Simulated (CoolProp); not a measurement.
20 sccm (0 °C, 1 atm) of nitrogen bubbles through liquid hexamethyldisiloxane (MM) at 300.6 K and leaves saturated at a total pressure of 0.15 MPa (ideal gas phase). Each further row changes one setting.

Values from CoolProp's reference Helmholtz-energy equation of state, Thol 2016.

```csv
case,vapour pressure (kPa),mole fraction of vapour,delivery (mg/min),delivery (sccm),change of delivery for a bath 1 K warmer (%)
as stated,6.31,0.0420,6.36,…,5.3
bath temperature 305.6 K,8.04,0.0536,8.21,1.13,5.2
total pressure 0.3 MPa,6.31,0.0210,…,…,5.2
```

**Question.** Complete the blanks.

**Answer.** 
- as stated, delivery (sccm): 0.878
- total pressure 0.3 MPa, delivery (mg/min): 3.11
- total pressure 0.3 MPa, delivery (sccm): 0.429
